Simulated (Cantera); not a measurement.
Charge: 1 mol BN, 68 mol HCl, 19 mol N₂, equilibrated at 0.310 bar.

Method: chemical equilibrium by Gibbs-energy minimisation in Cantera with the NASA 1993 tables (ideal gas, pure condensed phases). Candidate condensed phases: B, BN, NH₄Cl; 21 gas species. The tables' values for BCl₂ are old estimates; treat these amounts as uncertain. Gases not in the tables: BHCl₂. The numbers say what is thermodynamically allowed, not how fast it happens.

Problem. At 1773 K, list the 5 most abundant gas species with their mole fractions, and the condensed phases.

Solution. HCl 0.744, N₂ 0.224, H₂ 0.0182, BCl₃ 0.0114, Cl 0.00216. Condensed: gas only.
